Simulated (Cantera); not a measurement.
Input: 1 mol TiO₂, 0.34 mol SiCl₄, 4.8 mol O₂, at 1550 K and 2.60 mbar.

Method: chemical equilibrium by Gibbs-energy minimisation in Cantera with the NASA 1993 tables (ideal gas, pure condensed phases). Candidate condensed phases: Si, SiO₂, Ti, TiCl₂, TiCl₃, TiCl₄, TiO, TiO₂, Ti₂O₃, Ti₃O₅, Ti₄O₇; 24 gas species. Mutual solubility and eutectic melting of coexisting phases are not modelled. The tables hold silica as quartz up to 1696 K and as liquid above; real silica turns to tridymite and cristobalite and melts near 1996 K. Condensed phases not in the tables: alloys, solid solutions and most ternary compounds. The numbers say what is thermodynamically allowed, not how fast it happens.

Base state: O₂ 0.779, Cl 0.204, Cl₂ 0.0166, ClO 0.000212, O 0.000135 (mole fractions); condensed: SiO₂(β-quartz) + TiO₂(rutile).

**Question.** What changes in the equilibrium state with this change: SiCl₄ from 0.34 to 0.42 mol?

**Answer.** 
| species | before | after |
|---|---|---|
| O₂ | 0.779 | 0.739 |
| Cl | 0.204 | 0.238 |
| Cl₂ | 0.0166 | 0.0225 |
| ClO | 0.000212 | 0.000241 |
| O | 0.000135 | 0.000132 |
| SiO₂(β-quartz), mol | 0.340 | 0.420 |
| TiO₂(rutile), mol | 1.000 | 1.000 |
